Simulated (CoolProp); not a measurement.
Saturation properties of carbon monoxide.

Model: reference Helmholtz-energy equation of state, Lemmon 2006, in CoolProp. It is a short technical equation, of lower accuracy than the large ones.

```json
[
 {"T (K)": "77.2", "p (MPa)": "0.05921", "liquid density (kg/m³)": "812.3", "vapour density (kg/m³)": "2.658"},
 {"T (K)": "80.7", "p (MPa)": "0.09094", "liquid density (kg/m³)": "797.3", "vapour density (kg/m³)": "3.947"},
 {"T (K)": "84.1", "p (MPa)": "0.1329", "liquid density (kg/m³)": "782.4", "vapour density (kg/m³)": "5.604"},
 {"T (K)": "87.6", "p (MPa)": "0.1900", "liquid density (kg/m³)": "[?]", "vapour density (kg/m³)": "[?]"},
 {"T (K)": "91", "p (MPa)": "0.2613", "liquid density (kg/m³)": "750.6", "vapour density (kg/m³)": "10.52"},
 {"T (K)": "94.5", "p (MPa)": "0.3537", "liquid density (kg/m³)": "733.6", "vapour density (kg/m³)": "14.01"},
 {"T (K)": "97.9", "p (MPa)": "0.4645", "liquid density (kg/m³)": "716.4", "vapour density (kg/m³)": "18.18"},
 {"T (K)": "101.4", "p (MPa)": "0.6029", "liquid density (kg/m³)": "697.9", "vapour density (kg/m³)": "23.43"},
 {"T (K)": "104.9", "p (MPa)": "0.7690", "liquid density (kg/m³)": "678.3", "vapour density (kg/m³)": "29.84"},
 {"T (K)": "108.3", "p (MPa)": "0.9596", "liquid density (kg/m³)": "658.1", "vapour density (kg/m³)": "37.39"},
 {"T (K)": "111.8", "p (MPa)": "1.189", "liquid density (kg/m³)": "635.7", "vapour density (kg/m³)": "46.84"},
 {"T (K)": "115.2", "p (MPa)": "1.447", "liquid density (kg/m³)": "612.2", "vapour density (kg/m³)": "58.10"},
 {"T (K)": "118.7", "p (MPa)": "1.752", "liquid density (kg/m³)": "585.4", "vapour density (kg/m³)": "72.49"},
 {"T (K)": "122.1", "p (MPa)": "2.091", "liquid density (kg/m³)": "555.9", "vapour density (kg/m³)": "90.30"},
 {"T (K)": "125.6", "p (MPa)": "[?]", "liquid density (kg/m³)": "519.8", "vapour density (kg/m³)": "114.8"}
]
```

Q: What belongs in the gaps?

A: 
- 87.6, liquid density (kg/m³): 766.5
- 87.6, vapour density (kg/m³): 7.808
- 125.6, p (MPa): 2.487

It boils at 81.6 K under 1 atm.
